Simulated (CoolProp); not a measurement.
Vapour-liquid equilibrium of propylene (1) + R152A (2) at 0.0907 MPa; x and y are mole fractions of (1).

Computed with CoolProp (multi-fluid Helmholtz-energy mixture model, Lemmon 2013 and Outcalt 1996; pair parameters Bell 2016).

Give the bubble temperature and the first vapour's composition at x = 0.05, 0.35, 0.45. Is there an azeotrope?

x = 0.05: -31.8 °C, y = 0.250; x = 0.35: -45.6 °C, y = 0.709; x = 0.45: -47.1 °C, y = 0.752. No azeotrope shows between x = 0.05 and 0.95.

Pair parameters are fitted to limited data, so mixtures are less certain than the pure fluids.
